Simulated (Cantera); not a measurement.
Mixture: 6.62 % CH₄, 0.794 % H₂, 19.8 % O₂, 72.8 % N₂, equivalence ratio 0.69, at 4.74 atm, adiabatic and at constant volume. Ignition delay is the time to a rise of 400 K.

Cantera simulation using GRI-Mech 3.0 (53 species, 325 reactions); the numbers are that mechanism's predictions, not measurements.

Q: At T0 = 1325 K, what is the delay, and which 8 reactions control it most (d ln τ / d ln k, from doubling and halving each rate constant)?

A: The delay is 0.760 ms.
```csv
reaction,d ln τ / d ln k,faster rate
H + O2 <=> O + OH,-0.59,shortens it
2 CH3 (+M) <=> C2H6 (+M),0.59,lengthens it
CH3 + HO2 <=> CH3O + OH,-0.36,shortens it
CH4 + OH <=> CH3 + H2O,0.32,lengthens it
CH3 + O2 <=> CH3O + O,-0.28,shortens it
H2 + OH <=> H + H2O,-0.18,shortens it
CH3 + O2 <=> CH2O + OH,-0.18,shortens it
CH2O + CH3 <=> CH4 + HCO,-0.11,shortens it
```
